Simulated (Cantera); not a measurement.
An isothermal, constant-pressure homogeneous reactor starts with 74.6 % N2O, 25.4 % O2, at 1248 K and 683 Torr.

Detailed kinetics in Cantera: GRI-Mech 3.0 (53 species, 325 reactions). GRI-Mech 3.0 was tuned for natural gas; its chemistry of N2O as a main component is partial and can be far from experiment. The mechanism lacks the step 2 NO + O2 → 2 NO2, which can matter for NO2 below about 1400 K. The temperature is held fixed by assumption; the heat of reaction is taken as removed at once.

x: mole fraction; the columns are a selection and need not sum to one.

```tsv
t (s)	x N2O	x O2	x NO	x N2	x O
7.00e-5	0.746	0.254	7.46e-6	5.94e-5	3.56e-6
0.000206	0.746	0.254	2.37e-5	0.000181	3.56e-6
0.000606	0.745	0.254	7.13e-5	0.000538	3.56e-6
0.00178	0.744	0.254	0.000211	0.00159	3.56e-6
0.00524	0.739	0.255	0.000619	0.00465	3.55e-6
0.0154	0.726	0.258	0.00179	0.0135	3.53e-6
0.0454	0.690	0.266	0.00505	0.0384	3.47e-6
0.134	0.597	0.288	0.0132	0.102	3.28e-6
0.393	0.407	0.331	0.0290	0.232	(withheld)
1.16	0.166	0.388	0.0455	0.400	(withheld)
3.40	0.0255	0.424	0.0502	0.500	(withheld)
10.0	0.000318	0.431	0.0496	0.518	(withheld)
```

Problem. Fill in the missing entries.

Solution. 
- 0.393, x O: 2.79e-6
- 1.16, x O: 1.73e-6
- 3.40, x O: 4.33e-7
- 10.0, x O: 5.07e-8
